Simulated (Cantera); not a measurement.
# Thermodynamics of silicon nitride deposition, feed SiH2Cl2 + N2

Input: 1 mol SiH2Cl2, 14 mol N2, at 2.40 mbar.

Cantera equilibrium calculation (NASA polynomials, part measured and part estimated; ideal gas, pure solids and liquids). Candidate condensed phases: NH4Cl, Si, Si3N4; 28 gas species. N2 is the only nitrogen source here; it is nearly inert below about 1500 K, so the nitride shown seldom forms there in practice. The tables' values for SiCl3 are old estimates; treat these amounts as uncertain. The numbers say what is thermodynamically allowed, not how fast it happens.

```
T (K)  log p N2  log p HCl  log p H2  log p SiCl4  log p SiCl2  log p SiCl3  log p SiHCl3  n Si3N4(s)
-----  --------  ---------  --------  -----------  -----------  -----------  ------------  ----------
823       -2.68      -3.69     -4.27        -4.57       -11.27        -8.90         -8.07       0.276
873       -2.68      -3.67     -4.29        -4.59       -10.25        -8.31         -7.88       0.279
923       -2.68      -3.66     -4.31        -4.62        -9.35        -7.78         -7.72       0.282
973       -2.68      -3.65     -4.34        -4.64        -8.54        -7.32         -7.57       0.284
1023      -2.68      -3.65     -4.35        -4.66        -7.81        -6.89         -7.44       0.286
1073      -2.68      -3.64     -4.37        -4.68        -7.15        -6.51         -7.32       0.288
1123      -2.68      -3.64     -4.38        -4.70        -6.55        -6.17         -7.21       0.289
1173      -2.68      -3.63     -4.39        -4.73        -6.01        -5.87         -7.12       0.289
1223      -2.68      -3.63     -4.40        -4.78        -5.52        -5.60         -7.06       0.286
```
log p: log10 of the partial pressure in bar; n: condensed amount in mol.

From 823 K to 1223 K the condensed part is Si3N4(s). The main Si-bearing gas is SiCl4 throughout.
